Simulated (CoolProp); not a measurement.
Saturated liquid density (kg/m³) of nitrogen: the reference equation beside estimates from Tc = -147.0 °C, pc = 3.396 MPa, ω = 0.037. Rackett uses Z = 0.29056 − 0.08775 ω.

Computed with CoolProp (reference Helmholtz-energy equation of state, Span 2000).

```tsv
T (°C)	reference	Rackett	van der Waals	Redlich-Kwong	Peng-Robinson
-173.75	693.0	703.1	474.1	672.6	761.3
-172.05	682.6	692.7	466.6	659.1	746.5
-170.35	672.0	682.0	458.9	645.1	731.0
-168.65	660.9	670.9	450.8	630.6	714.7
-166.95	649.3	659.3	442.4	615.4	697.7
-165.25	637.2	647.2	433.6	599.6	679.8
-163.55	624.5	634.6	424.4	583.0	661.0
-161.85	611.1	___	414.6	565.5	641.0
-160.15	596.9	607.1	404.3	547.1	619.8
-158.45	581.5	___	393.3	527.4	597.1
-156.75	564.9	575.5	381.4	506.4	572.6
-155.15	547.7	558.6	369.3	___	547.5
-153.45	527.3	538.5	355.0	460.0	518.0
-151.75	503.5	515.1	338.8	431.8	484.7
-150.05	474.2	486.2	319.4	398.6	445.1
```

Task: Fill in the missing entries.

Result: 
- -161.85, Rackett: 621.2
- -158.45, Rackett: 591.9
- -155.15, Redlich-Kwong: 485.0

Absolute difference from the reference over all 15 rows, mean and median: Rackett 1.8 and 1.7 %, van der Waals 32.2 and 32.2 %, Redlich-Kwong 8.2 and 7.5 %, Peng-Robinson 5.4 and 5.8 %.
